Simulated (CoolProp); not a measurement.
Acetone at several states: density (kg/m³) from the reference equation and from simpler models built on Tc = 508.1 K, pc = 4.692 MPa, ω = 0.307; each cubic takes its own stable root.

The numbers come from the reference Helmholtz-energy equation of state, Lemmon 2006 in CoolProp. It is a short technical equation, of lower accuracy than the large ones.

| T (K) | p (MPa) | phase | reference | van der Waals | Soave-Redlich-Kwong | Peng-Robinson |
|---|---|---|---|---|---|---|
| 481.5 | 0.0482 | gas | 0.7027 | 0.7017 | 0.7022 | 0.7025 |
| 458.7 | 1.1 | gas | 19.67 | 18.55 | 19.12 | 19.33 |
| 415.7 | 0.17 | gas | 2.947 | [?] | 2.927 | 2.932 |
| 337.7 | 0.0369 | gas | 0.7758 | 0.7679 | 0.7706 | 0.7710 |
| 478.5 | 0.325 | gas | [?] | 4.862 | 4.889 | 4.903 |
| 194.7 | 0.109 | liquid | 895.7 | [?] | [?] | 761.2 |

**Question.** Complete the blanks.

**Answer.** 
- 415.7, van der Waals: 2.908
- 478.5, reference: 4.914
- 194.7, van der Waals: 448.8
- 194.7, Soave-Redlich-Kwong: 679.1
